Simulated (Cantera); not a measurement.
An adiabatic, constant-pressure homogeneous reactor starts with CH₄ : H₂ : O₂ : N₂ : H₂O = 1 : 0.22 : 3.35 : 12.6 : 0.84 (molar parts), equivalence ratio 0.63, at 1025 K and 2030 Torr. Integrator tolerance rtol = 1e-08.

Detailed kinetics in Cantera: GRI-Mech 3.0 (53 species, 325 reactions).

```json
[
 {"quantity": "time of steepest temperature rise", "before": "20.9 ms", "after": "19.5 ms"},
 {"quantity": "temperature at 3.00 s", "before": "2215 K", "after": "2217 K"},
 {"quantity": "equilibrium temperature", "before": "2215 K", "after": "2217 K"},
 {"quantity": "x(CH₄) at 3.00 s", "before": "<1e-12 (gas-phase equilibrium <1e-12)", "after": "<1e-12 (gas-phase equilibrium <1e-12)"},
 {"quantity": "x(H₂) at 3.00 s", "before": "0.000505 (gas-phase equilibrium 0.000505)", "after": "0.000462 (gas-phase equilibrium 0.000462)"},
 {"quantity": "x(O₂) at 3.00 s", "before": "0.0652 (gas-phase equilibrium 0.0652)", "after": "0.0652 (gas-phase equilibrium 0.0652)"},
 {"quantity": "x(NO) at 3.00 s", "before": "0.00688 (gas-phase equilibrium 0.00688)", "after": "0.00691 (gas-phase equilibrium 0.00691)"},
 {"quantity": "x(HCN) at 3.00 s", "before": "<1e-12 (gas-phase equilibrium <1e-12)", "after": "<1e-12 (gas-phase equilibrium <1e-12)"},
 {"quantity": "x(CH₂O) at 3.00 s", "before": "<1e-12 (gas-phase equilibrium <1e-12)", "after": "<1e-12 (gas-phase equilibrium <1e-12)"},
 {"quantity": "x(CO) at 3.00 s", "before": "0.000878 (gas-phase equilibrium 0.000878)", "after": "0.000805 (gas-phase equilibrium 0.000805)"}
]
```

### Question
Name the change that produced these shifts.
A. H2 0.22 to 0.53 parts
B. pressure from 2030 Torr to 2480 Torr
C. H2 0.22 to 0.62 parts
D. constant volume in place of constant pressure

### Answer
B, pressure from 2030 Torr to 2480 Torr
